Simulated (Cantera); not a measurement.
# KCl + H2 (halide evaporation, hydrolysis and transport)

Input: 1 mol KCl, a varied amount of H2, held at 1075 K and 0.360 Torr.

Equilibrium computed with Cantera from the NASA thermochemical tables; the gas is ideal and each condensed phase is pure. Candidate condensed phases: K, KCl; 10 gas species. Kinetics and transport are ignored.

```json
[
 {"n(H2) (mol)": "2.2", "x H2": "0.704", "x KCl": "0.272", "x K2Cl2": "0.0237", "x HCl": "0.000294", "x K": "0.000294", "x H": "5.62e-7", "x KH": "3.83e-9"},
 {"n(H2) (mol)": "3.2", "x H2": "0.773", "x KCl": "0.212", "x K2Cl2": "0.0145", "x HCl": "0.000266", "x K": "0.000266", "x H": "5.89e-7", "x KH": "3.63e-9"},
 {"n(H2) (mol)": "4.7", "x H2": "0.831", "x KCl": "0.160", "x K2Cl2": "0.00823", "x HCl": "0.000235", "x K": "0.000235", "x H": "6.11e-7", "x KH": "3.33e-9"},
 {"n(H2) (mol)": "6.8", "x H2": "0.876", "x KCl": "0.119", "x K2Cl2": "0.00457", "x HCl": "0.000206", "x K": "0.000206", "x H": "6.27e-7", "x KH": "2.99e-9"},
 {"n(H2) (mol)": "9.9", "x H2": "0.910", "x KCl": "0.0869", "x K2Cl2": "0.00242", "x HCl": "0.000177", "x K": "0.000177", "x H": "6.39e-7", "x KH": "2.63e-9"},
 {"n(H2) (mol)": "14", "x H2": "0.934", "x KCl": "0.0640", "x K2Cl2": "0.00131", "x HCl": "0.000153", "x K": "0.000153", "x H": "6.47e-7", "x KH": "2.30e-9"},
 {"n(H2) (mol)": "21", "x H2": "0.955", "x KCl": "0.0441", "x K2Cl2": "0.000624", "x HCl": "0.000128", "x K": "0.000128", "x H": "6.55e-7", "x KH": "1.94e-9"},
 {"n(H2) (mol)": "30", "x H2": "0.968", "x KCl": "0.0315", "x K2Cl2": "0.000319", "x HCl": "0.000108", "x K": "0.000108", "x H": "6.59e-7", "x KH": "1.66e-9"},
 {"n(H2) (mol)": "43", "x H2": "0.977", "x KCl": "0.0223", "x K2Cl2": "0.000160", "x HCl": "9.14e-5", "x K": "9.14e-5", "x H": "6.62e-7", "x KH": "1.40e-9"},
 {"n(H2) (mol)": "63", "x H2": "0.984", "x KCl": "0.0154", "x K2Cl2": "7.60e-5", "x HCl": "7.60e-5", "x K": "7.60e-5", "x H": "6.65e-7", "x KH": "1.17e-9"},
 {"n(H2) (mol)": "91", "x H2": "0.989", "x KCl": "0.0107", "x K2Cl2": "3.69e-5", "x HCl": "6.35e-5", "x K": "6.35e-5", "x H": "6.66e-7", "x KH": "9.82e-10"},
 {"n(H2) (mol)": "130", "x H2": "0.992", "x KCl": "0.00754", "x K2Cl2": "1.82e-5", "x HCl": "5.33e-5", "x K": "5.33e-5", "x H": "6.67e-7", "x KH": "8.26e-10"},
 {"n(H2) (mol)": "190", "x H2": "0.995", "x KCl": "0.00517", "x K2Cl2": "8.59e-6", "x HCl": "4.42e-5", "x K": "4.42e-5", "x H": "6.68e-7", "x KH": "6.85e-10"}
]
```
x: gas mole fraction; nothing condenses.

From 2.2 mol H2 to 190 mol H2 nothing is condensed. The main K-bearing gas is KCl throughout.
